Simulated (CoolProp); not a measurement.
Vapour-liquid equilibrium of R134a (1) + R124 (2) at 0.952 MPa; x and y are mole fractions of (1).

The numbers come from the multi-fluid Helmholtz-energy mixture model, Tillner-Roth 1994 and de Vries 1995; pair parameters Bell 2016 in CoolProp.

```
x     bubble temperature (°C)  y at the bubble point  dew temperature at overall composition x (°C)  liquid density (mol/L)
----  -----------------------  ---------------------  ---------------------------------------------  ----------------------
0.05                        ?                  0.078                                              ?                       ?
0.2                      52.1                  0.285                                              ?                   9.438
0.35                        ?                  0.456                                           50.7                   9.762
0.5                      45.3                      ?                                           47.5                   10.09
0.65                     42.5                  0.732                                           44.3                   10.44
0.8                      40.2                  0.850                                           41.2                   10.81
0.95                     38.2                  0.963                                              ?                       ?
```

Question: Fill in the missing entries.

Answer: 
- 0.05, bubble temperature (°C): 56.5
- 0.05, dew temperature at overall composition x (°C): 57.1
- 0.05, liquid density (mol/L): 9.118
- 0.2, dew temperature at overall composition x (°C): 53.9
- 0.35, bubble temperature (°C): 48.4
- 0.5, y at the bubble point: 0.603
- 0.95, dew temperature at overall composition x (°C): 38.4
- 0.95, liquid density (mol/L): 11.20

No azeotrope shows between x = 0.05 and 0.95.

Pair parameters are fitted to limited data, so mixtures are less certain than the pure fluids.
